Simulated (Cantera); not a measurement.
An isothermal, constant-pressure homogeneous reactor starts with 73.6 % N2O, 26.4 % H2O, at 1598 K and 0.0100 bar.

Model: GRI-Mech 3.0 (53 species, 325 reactions), integrated in Cantera. GRI-Mech 3.0 was tuned for natural gas; its chemistry of N2O as a main component is partial and can be far from experiment. Radical loss at walls, strong at low pressure, is not modelled. The temperature is held fixed by assumption; the heat of reaction is taken as removed at once.

Predict: x(N2O) at 200 s; x(H2O) at 200 s; x(H2O2) at 200 s; x(NO2) at 200 s; x(N2) at 200 s; x(H) at 200 s; x(NO) at 200 s.


| Item | Result |
|---|---|
| x(N2O) at 200 s | 9.93e-7 (gas-phase equilibrium 8.86e-9) |
| x(H2O) at 200 s | 0.192 (gas-phase equilibrium 0.192) |
| x(H2O2) at 200 s | 3.23e-9 (gas-phase equilibrium 3.53e-9) |
| x(NO2) at 200 s | 3.66e-5 (gas-phase equilibrium 8.20e-7) |
| x(N2) at 200 s | 0.494 (gas-phase equilibrium 0.537) |
| x(H) at 200 s | 2.77e-6 (gas-phase equilibrium 2.64e-6) |
| x(NO) at 200 s | 0.0880 (gas-phase equilibrium 0.00180) |
